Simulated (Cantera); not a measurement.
Input (Python, Cantera) and output of one run.

```python
import numpy as np
import cantera as ct

gas_names = [...]  # 113 gases of nasa_gas.yaml made of C, H, O, Ti
cond_names = """
    C(gr) C6H6(L) C7H8(L) C8H18(L),n-octa H2O(s) H2O(L) Ti(a) Ti(b) Ti(L) TiC(s) TiC(L) TiO(a) TiO(b)
    TiO(L) TiO2(ru) TiO2(L) Ti2O3(a) Ti2O3(b) Ti2O3(L) Ti3O5(a) Ti3O5(b) Ti3O5(L) Ti4O7(s) Ti4O7(L)
""".split()


# ... load() reads the species with a 1 bar reference pressure and builds the phases ...
atoms = {
    'Ti': {'Ti': 1},
    'O2': {'O': 2},
    'CH4': {'C': 1, 'H': 4},
}
top_T = {'C(gr)': 4500}  # K; cautious upper limits of use, not melting points


# ... equilibrate(T, P, feed) seeds the gas with the atoms and calls Mixture.equilibrate('TP', solver="vcs", rtol=1e-11, max_steps=5000) ...
results = []
feed = {'Ti': 1, 'O2': 0.53, 'CH4': 0.12}  # mol
T = 2075  # K
P = 133.322  # Pa
mix = equilibrate(T, P, feed)
results.append((T, P, feed, dict(zip(mix.species_names, mix.species_moles))))
print(gas.report(threshold=1e-05))
for i in range(1, mix.n_phases):
    print(f"{mix.phase(i).name:16s} {mix.phase_moles(i):12.5e} mol")
```

Result:

```
       temperature   2075 K
          pressure   133.32 Pa
           density   6.9682e-05 kg/m^3
  mean mol. weight   9.0172 kg/kmol
   phase of matter   gas

                          1 kg             1 kmol
                     ---------------   ---------------
          enthalpy        4.4674e+06        4.0283e+07  J
   internal energy        2.5541e+06        2.3031e+07  J
           entropy             29750        2.6826e+05  J/K
    Gibbs function       -5.7264e+07       -5.1636e+08  J
 heat capacity c_p            3785.6             34135  J/K
 heat capacity c_v            2863.5             25821  J/K

                      mass frac. Y      mole frac. X     chem. pot. / RT
                     ---------------   ---------------   ---------------
                CO           0.82095           0.26429           -42.186
                 H         0.0066864          0.059814           -13.308
                H2           0.15031           0.67229           -26.616
               H2O        3.4875e-05        1.7456e-05           -59.227
                Ti          0.010302         0.0019407           -10.014
               TiO          0.011688         0.0016502           -42.625
     [ +107 minor]         2.948e-05        4.1175e-06

C(gr)             0.00000e+00 mol
Ti(L)             0.00000e+00 mol
TiC(s)            2.96720e-02 mol
TiO(L)            9.69100e-01 mol
TiO2(ru)          0.00000e+00 mol
Ti2O3(b)          0.00000e+00 mol
Ti3O5(L)          0.00000e+00 mol
Ti4O7(L)          0.00000e+00 mol
```

Method: chemical equilibrium by Gibbs-energy minimisation in Cantera with the NASA 1993 tables (ideal gas, pure condensed phases). Mutual solubility and eutectic melting of coexisting phases are not modelled. TiC, TiO: taken at fixed stoichiometry. Condensed phases not in the tables: solid solutions among these carbides, nitrides and lower oxides.
